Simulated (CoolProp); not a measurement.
The numbers come from the reference Helmholtz-energy equation of state, Lemmon 2006 in CoolProp. It is a short technical equation, of lower accuracy than the large ones.

For nitrous oxide, give the phase and the cp (kJ/(kg K)), Joule-Thomson coefficient (K/MPa) at 210.2 K and 24600 kPa.


- 210.2 K and 24600 kPa: liquid; cp 1.67, Joule-Thomson coefficient -0.264
